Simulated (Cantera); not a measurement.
Charge: 1 mol C2H6, 0.01 mol NH3, 0.84 mol H2, held at 1550 K and 10.0 mbar.

Equilibrium computed with Cantera from the NASA thermochemical tables; the gas is ideal and each condensed phase is pure. Candidate condensed phases: C, C6H6, C7H8, C8H18; 92 gas species. Equilibrium is a limit: real reactors are often held back by kinetics, nucleation or transport.

**Question.** What is the equilibrium state?

**Answer.** 
| Quantity | Value |
|---|---|
| x(H2) | 0.998 |
| x(N2) | 0.00127 |
| x(H) | 0.000315 |
| x(HCN) | 5.29e-5 |
| x(CH4) | 2.03e-5 |
| x(C2H2 (acetylene)) | 1.60e-5 |
| x(HNC) | 1.04e-6 |
| n(C(graphite)) | 2.00 mol |
| gas amount | 3.861 mol |
